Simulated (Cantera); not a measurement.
A Cantera script and what it prints.

```python
import numpy as np
import cantera as ct

gas_names = """
    F F2 H HF H2 H2F2 H3F3 H4F4 H5F5 H6F6 H7F7 N NF NF2 NF3 NH NH2 NH3 N2 N2H2 N2H4 Si SiF SiF2 SiF3
    SiF4 SiH SiHF3 SiH2 SiH2F2 SiH3 SiH3F SiH4 SiN Si2 Si2N Si3
""".split()
cond_names = """
    Si(cr) Si(L) Si3N4(a)
""".split()


# ... load() reads the species with a 1 bar reference pressure and builds the phases ...
atoms = {
    'Si': {'Si': 1},
    'HF': {'H': 1, 'F': 1},
    'N2': {'N': 2},
}
top_T = {'Si3N4(a)': 2400}  # K; cautious upper limits of use, not melting points


# ... equilibrate(T, P, feed) seeds the gas with the atoms and calls Mixture.equilibrate('TP', solver="vcs", rtol=1e-11, max_steps=5000) ...
results = []
T = 1250  # K
P = 100000  # Pa
for m in [1.4, 1.9, 2.6, 3.5, 4.7, 6.4, 8.7]:
    feed = {'Si': 1, 'HF': m, 'N2': 0.48}  # mol
    mix = equilibrate(T, P, feed)
    results.append((T, P, feed, dict(zip(mix.species_names, mix.species_moles))))
    x = sorted(zip(gas.X, gas.species_names), reverse=True)
    print(f"T = {T:g} K  P = {P:g} Pa  n(HF) = {m:g} mol  gas = {mix.phase_moles(0):.4g} mol")
    print("   x: " + "  ".join(f"{s} {v:.3e}" for v, s in x if v > 0.0001))
    print("   condensed (mol): " + ("  ".join(f"{mix.phase(i).name} {mix.phase_moles(i):.4g}"
          for i in range(1, mix.n_phases) if mix.phase_moles(i) > 1e-12) or "none"))
```

It prints:

```
T = 1250 K  P = 100000 Pa  n(HF) = 1.4 mol  gas = 1.097 mol
   x: H2 6.346e-01  SiF4 3.145e-01  N2 4.306e-02  SiHF3 4.764e-03  HF 2.368e-03  SiF3 6.165e-04
   condensed (mol): Si3N4(a) 0.2164
T = 1250 K  P = 100000 Pa  n(HF) = 1.9 mol  gas = 1.555 mol
   x: H2 6.075e-01  SiF4 3.014e-01  N2 8.393e-02  SiHF3 4.039e-03  HF 2.562e-03  SiF3 5.342e-04
   condensed (mol): Si3N4(a) 0.1747
T = 1250 K  P = 100000 Pa  n(HF) = 2.6 mol  gas = 2.197 mol
   x: H2 5.885e-01  SiF4 2.921e-01  N2 1.125e-01  SiHF3 3.698e-03  HF 2.628e-03  SiF3 4.969e-04
   condensed (mol): Si3N4(a) 0.1164
T = 1250 K  P = 100000 Pa  n(HF) = 3.5 mol  gas = 3.022 mol
   x: H2 5.760e-01  SiF4 2.859e-01  N2 1.315e-01  SiHF3 3.508e-03  HF 2.654e-03  SiF3 4.765e-04
   condensed (mol): Si3N4(a) 0.04132
T = 1250 K  P = 100000 Pa  n(HF) = 4.7 mol  gas = 4.18 mol
   x: H2 4.784e-01  SiF4 2.392e-01  HF 1.675e-01  N2 1.148e-01
   condensed (mol): none
T = 1250 K  P = 100000 Pa  n(HF) = 6.4 mol  gas = 5.88 mol
   x: HF 4.082e-01  H2 3.401e-01  SiF4 1.701e-01  N2 8.163e-02
   condensed (mol): none
T = 1250 K  P = 100000 Pa  n(HF) = 8.7 mol  gas = 8.18 mol
   x: HF 5.746e-01  H2 2.445e-01  SiF4 1.222e-01  N2 5.868e-02
   condensed (mol): none
```

Equilibrium computed with Cantera from the NASA thermochemical tables; the gas is ideal and each condensed phase is pure. N2 is the only nitrogen source here; it is nearly inert below about 1500 K, so the nitride shown seldom forms there in practice. The tables' values for SiF3 are old estimates; treat these amounts as uncertain.
